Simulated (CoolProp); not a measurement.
Properties of hexamethyldisiloxane (MM) along the isotherm 620 K (Tc = 518.7 K, pc = 1.931 MPa, ω = 0.418).

Model: reference Helmholtz-energy equation of state, Thol 2016, in CoolProp.

| p (MPa) | phase | density (kg/m³) | Joule-Thomson coefficient (K/MPa) | isothermal compressibility (1/MPa) | fugacity coefficient |
|---|---|---|---|---|---|
| 0.0611 | gas | 1.936 | 5.278 | 16.46 | 0.9941 |
| 0.103 | gas | 3.277 | 5.304 | 9.807 | 0.9901 |
| 0.174 | gas | 5.575 | 5.349 | 5.846 | 0.9834 |
| 0.294 | gas | ? | 5.425 | 3.502 | 0.9720 |
| 0.495 | gas | 16.38 | 5.552 | 2.124 | ? |
| 0.836 | gas | 28.69 | 5.762 | 1.304 | 0.9218 |
| 1.41 | gas | 51.57 | 6.081 | 0.8224 | 0.8712 |
| 2.38 | supercritical | ? | 6.437 | ? | 0.7925 |
| 4.02 | supercritical | 197.0 | 6.056 | 0.3439 | 0.6803 |
| 6.78 | supercritical | 345.5 | 2.199 | 0.09847 | 0.5546 |
| 11.4 | supercritical | 438.1 | 0.5180 | 0.02860 | ? |
| 19.3 | supercritical | 504.7 | -0.005002 | 0.01185 | 0.4745 |

Problem. Some entries are withheld; supply them.

Solution. 
- 0.294, density (kg/m³): 9.533
- 0.495, fugacity coefficient: 0.9531
- 2.38, density (kg/m³): 97.30
- 2.38, isothermal compressibility (1/MPa): 0.5357
- 11.4, fugacity coefficient: 0.4756
